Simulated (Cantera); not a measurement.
Input: 1 mol AlN, 0.36 mol H2O, 1 mol H2, equilibrated at 1452 °C and 13.3 mbar.

Equilibrium computed with Cantera from the NASA thermochemical tables; the gas is ideal and each condensed phase is pure. Candidate condensed phases: Al, AlN, Al2O3, H2O; 35 gas species. Mutual solubility and eutectic melting of coexisting phases are not modelled. The numbers say what is thermodynamically allowed, not how fast it happens.

Base state: H2 0.917, N2 0.0811, H 0.00154, Al 0.000109, Al2O 2.50e-5 (mole fractions); condensed: AlN(s) + Al2O3(s).

Task: What changes in the equilibrium state with this change: temperature from 1452 °C to 1000 °C?

Result: 
```
species          before    after
-------------  --------  -------
H2                0.917    0.919
N2               0.0811   0.0811
H               0.00154  5.94e-6
Al             0.000109    <1e-9
Al2O            2.50e-5    <1e-9
AlN(s), mol       0.760    0.760
Al2O3(s), mol     0.120    0.120
```

Task: What changes in the equilibrium state with this change: AlN replaced by Si3N4?

Result: 
```
species           before    after
--------------  --------  -------
H2                 0.917    0.807
N2                0.0811    0.184
SiO                    0  0.00715
Al              0.000109        0
Si                     0  7.61e-5
Al2O             2.50e-5        0
SiH2                   0  1.39e-5
SiH                    0  1.13e-5
H                0.00154  0.00145
AlN(s), mol        0.760        0
Al2O3(s), mol      0.120        0
Si(l), mol             0    0.278
Si2N2O(s), mol         0    0.348
Si3N4(s), mol          0    0.671
```
Gases not in the tables: Si2H6 and higher silanes. Further candidate phases: Si, SiO2, Si2N2O, Si3N4.
